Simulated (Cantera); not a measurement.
A perfectly stirred reactor is fed with CH4 : CO2 = 1 : 0.45 (molar parts), at 54000 Pa; it is held at 1775 K, and followed from long to short residence time.

Cantera simulation using GRI-Mech 3.0 (53 species, 325 reactions); the numbers are that mechanism's predictions, not measurements. GRI-Mech 3.0 stops at C3 and has no aromatics, soot or wall deposition, so with more carbon than oxygen in the feed, carbon stays in small species such as C2H2 where larger ones or solid carbon would form.

**Question.** What does this change do: temperature 1775 to 1275 K?

**Answer.** 
| quantity | before | after |
|---|---|---|
| x(CH4) at τ = 0.810 s | 0.0270 | 0.687 |
| x(CO2) at τ = 0.810 s | 0.00865 | 0.310 |
| x(HCO) at τ = 0.810 s | 2.72e-8 | <1e-12 |
| x(CH3) at τ = 0.810 s | 0.000286 | 1.27e-5 |
| x(H2O) at τ = 0.810 s | 0.0492 | 1.64e-5 |
| x(CH4) at τ = 36.0 ms | 0.117 | 0.690 |
| x(CO2) at τ = 36.0 ms | 0.0640 | 0.310 |
| x(HCO) at τ = 36.0 ms | 2.90e-8 | <1e-12 |
| x(CH3) at τ = 36.0 ms | 0.00117 | 7.23e-6 |
| x(H2O) at τ = 36.0 ms | 0.118 | 1.19e-7 |

**Question.** What does this change do: temperature 1775 to 2075 K?

**Answer.** 
| quantity | before | after |
|---|---|---|
| x(CH4) at τ = 0.810 s | 0.0270 | 0.00338 |
| x(CO2) at τ = 0.810 s | 0.00865 | 0.000365 |
| x(HCO) at τ = 0.810 s | 2.72e-8 | 1.40e-7 |
| x(CH3) at τ = 0.810 s | 0.000286 | 0.000310 |
| x(H2O) at τ = 0.810 s | 0.0492 | 0.00270 |
| x(CH4) at τ = 36.0 ms | 0.117 | 0.0151 |
| x(CO2) at τ = 36.0 ms | 0.0640 | 0.00573 |
| x(HCO) at τ = 36.0 ms | 2.90e-8 | 1.74e-7 |
| x(CH3) at τ = 36.0 ms | 0.00117 | 0.00134 |
| x(H2O) at τ = 36.0 ms | 0.118 | 0.0371 |
